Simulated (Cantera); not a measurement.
Cantera run:

```python
import numpy as np
import cantera as ct

gas_names = """
    C CO COS CO2 CS CS2 C2 C2O C3 C3O2 C4 C5 Mg MgO MgS Mg2 O O2 O3 S SO SO2 SO3 S2 S2O S8
""".split()
cond_names = """
    C(gr) Mg(cr) Mg(L) MgCO3(s) MgO(s) MgO(L) MgS(s) MgSO4(s) MgSO4(L) S(cr1) S(cr2) S(L)
""".split()


def load(file, names, dense=False):
    # The tables refer to 1 bar. Condensed volumes are neglected.
    table = {s.name: s for s in ct.Species.list_from_file(file)}
    out = []
    for n in names:
        d = dict(table[n].input_data)
        d["thermo"] = dict(d["thermo"], **{"reference-pressure": 1e5})
        if dense:
            d["equation-of-state"] = {"model": "constant-volume", "density": "1e6 g/cm^3"}
        out.append(ct.Species.from_dict(d))
    return out


gas = ct.Solution(thermo="ideal-gas", species=load("nasa_gas.yaml", gas_names))
cond = {s.name: ct.Solution(thermo="fixed-stoichiometry", species=[s], name=s.name)
        for s in load("nasa_condensed.yaml", cond_names, dense=True)}
atoms = {
    'MgO': {'Mg': 1, 'O': 1},
    'SO3': {'S': 1, 'O': 3},
    'CO2': {'C': 1, 'O': 2},
}
top_T = {'C(gr)': 4500, 'MgS(s)': 2250}  # K; cautious upper limits of use, not melting points


def equilibrate(T, P, feed):
    n = {}
    for name, mol in feed.items():
        for a, k in atoms[name].items():
            n[a] = n.get(a, 0.0) + k * mol
    gas.TPX = T, P, n
    mass = sum(n.values()) * gas.mean_molecular_weight
    gas.equilibrate("TP")
    valid = [c for c in cond.values() if c.min_temp <= T <= top_T.get(c.name, c.max_temp)]
    mix = ct.Mixture([(gas, mass / gas.mean_molecular_weight)] + [(c, 0.0) for c in valid])
    mix.T, mix.P = T, P
    mix.equilibrate("TP", solver="vcs", rtol=1e-11, max_steps=5000)
    return mix


results = []
feed = {'MgO': 1, 'SO3': 1.7, 'CO2': 0.57}  # mol
T = 1173  # K
for P in [1000, 2600, 6700, 17000, 45000, 120000, 300000, 770000, 2000000]:
    mix = equilibrate(T, P, feed)
    results.append((T, P, feed, dict(zip(mix.species_names, mix.species_moles))))

top = {s: max(r[3][s] / sum(r[3][g] for g in gas_names) for r in results) for s in gas_names}
cols = sorted((s for s in top if top[s] > 1e-05), key=lambda s: -top[s])[:9]
seen = [c for c in cond_names if any(r[3].get(c, 0) > 1e-12 for r in results)]
print("log10 of partial pressures in bar; condensed amounts in mol")
print(f"{'P/Pa':>10s}" + "".join(f"{s[:9]:>10s}" for s in cols + seen))
for T, P, feed, n in results:
    ng = sum(n[g] for g in gas_names)
    print(f"{P:10.4g}" + "".join(f"{np.log10(max(n[s] / ng * P / 1e5, 1e-99)):10.3f}" for s in cols)
          + "".join(f"{n.get(c, 0):10.4g}" for c in seen))
```

It prints:

```
log10 of partial pressures in bar; condensed amounts in mol
      P/Pa       SO2       CO2        O2       SO3    MgO(s)  MgSO4(s)
      1000    -2.269    -2.736    -2.570    -4.047         1         0
      2600    -1.857    -2.320    -2.158    -3.429         1         0
      6700    -1.551    -1.624    -1.852    -2.970         0         1
   1.7e+04    -1.154    -1.218    -1.455    -2.374         0         1
   4.5e+04    -0.743    -0.792    -1.044    -1.758         0         1
   1.2e+05    -0.335    -0.362    -0.636    -1.146         0         1
     3e+05     0.039     0.042    -0.263    -0.586         0         1
   7.7e+05     0.413     0.459     0.112    -0.024         0         1
     2e+06     0.779     0.882     0.478     0.525         0         1
```

Equilibrium computed with Cantera from the NASA thermochemical tables; the gas is ideal and each condensed phase is pure.
